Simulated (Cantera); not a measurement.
Input: 1 mol Si₃N₄, 0.0017 mol O₂, 400 mol H₂, equilibrated at 1.33 mbar.

Method: chemical equilibrium by Gibbs-energy minimisation in Cantera with the NASA 1993 tables (ideal gas, pure condensed phases). Candidate condensed phases: H₂O, Si, SiO₂, Si₂N₂O, Si₃N₄; 35 gas species. Mutual solubility and eutectic melting of coexisting phases are not modelled. Gases not in the tables: Si₂H₆ and higher silanes. Kinetics and transport are ignored.

Q: Which condensed phases are stable at each of these points (T (°C)): 627, 727, 827, 927, 1027, 1127, 1227, 1327, 1427, 1527, 1627, 1727, 1827?

A: 
| T (°C) | condensed phases | Si condensed (%) |
|---|---|---|
| 627 | Si₂N₂O(s) + Si₃N₄(s) | 100.0 |
| 727 | Si₂N₂O(s) + Si₃N₄(s) | 100.0 |
| 827 | Si₂N₂O(s) + Si₃N₄(s) | 100.0 |
| 927 | Si(s) + Si₂N₂O(s) + Si₃N₄(s) | 100.0 |
| 1027 | Si(s) + Si₂N₂O(s) + Si₃N₄(s) | 100.0 |
| 1127 | Si(s) + Si₃N₄(s) | 99.9 |
| 1227 | Si(s) | 99.7 |
| 1327 | Si(s) | 98.7 |
| 1427 | Si(l) | 92.3 |
| 1527 | Si(l) | 65.3 |
| 1627 | gas only | 0.0 |
| 1727 | gas only | 0.0 |
| 1827 | gas only | 0.0 |

From 627 °C to 827 °C the condensed part is Si₂N₂O(s) + Si₃N₄(s). From 927 °C to 1027 °C the condensed part is Si(s) + Si₂N₂O(s) + Si₃N₄(s). At 1127 °C the condensed part is Si(s) + Si₃N₄(s). From 1227 °C to 1327 °C the condensed part is Si(s). From 1427 °C to 1527 °C the condensed part is Si(l). From 1627 °C to 1827 °C nothing is condensed.
